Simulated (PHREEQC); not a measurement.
A solution holds 0.012 mol HF, 0.00013 mol (CH3)4NF and 0.0096 mol (NH4)2SiF6 per kg of water, at 20 °C. Closed to the air; pH follows from the charge balance.

Model: ion-association model, wateq4f.dat, run in PHREEQC.

```json
{
 "pH": "2.60",
 "ionic_strength": "0.0318 mol/kgw",
 "total_alkalinity": "-50.4 meq/kg"
}
```

```json
[
 {"species": "NH4+", "molality": "0.0192", "activity": "0.0163", "log γ": "-0.072"},
 {"species": "SiF6-2", "molality": "0.00960", "activity": "0.00505", "log γ": "-0.279"},
 {"species": "HF", "molality": "0.00855", "activity": "0.00861", "log γ": "0.003"},
 {"species": "F-", "molality": "0.00294", "activity": "0.00248", "log γ": "-0.075"},
 {"species": "H+", "molality": "0.00290", "activity": "0.00253", "log γ": "-0.059"},
 {"species": "H2F2", "molality": "0.000229", "activity": "0.000231", "log γ": "0.003"}
]
```

No solid was allowed to form. (CH3)4N+ isn't in the database: it is added as a free cation with an ion size of 4 Å. SiF6-2 is the database's only silicon fluoride.
